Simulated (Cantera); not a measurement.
Input: 1 mol Si, 0.52 mol H2, at 0.133 bar.

Cantera equilibrium calculation (NASA polynomials, part measured and part estimated; ideal gas, pure solids and liquids). Candidate condensed phases: Si; 9 gas species. Gases not in the tables: Si2H6 and higher silanes. Equilibrium is a limit: real reactors are often held back by kinetics, nucleation or transport.

x: gas mole fraction; n: condensed amount in mol.

```tsv
T (°C)	x H2	x H	x SiH2	x Si	x SiH	x SiH4	x Si2	n Si(s)	n Si(l)
425	1.00	<1e-12	<1e-12	<1e-12	<1e-12	1.59e-8	<1e-12	1.00	0
575	1.00	?	<1e-12	<1e-12	<1e-12	3.33e-8	<1e-12	1.00	0
725	1.00	?	8.84e-11	<1e-12	<1e-12	5.46e-8	<1e-12	1.00	0
875	1.00	?	3.97e-9	1.37e-12	1.06e-11	7.81e-8	<1e-12	1.00	0
1025	1.000	?	7.39e-8	3.05e-10	9.34e-10	1.03e-7	<1e-12	1.00	0
1175	1.000	?	7.48e-7	2.19e-8	3.21e-8	1.28e-7	1.91e-11	1.00	0
1325	1.000	?	4.89e-6	7.01e-7	5.62e-7	1.53e-7	1.73e-9	1.000	0
1475	0.999	?	2.05e-5	1.09e-5	5.30e-6	1.58e-7	5.61e-8	0	1.000
```

**Question.** Some entries are withheld; supply them.

**Answer.** 
- 575, x H: 5.21e-11
- 725, x H: 5.89e-9
- 875, x H: 1.96e-7
- 1025, x H: 2.93e-6
- 1175, x H: 2.52e-5
- 1325, x H: 0.000146
- 1475, x H: 0.000626
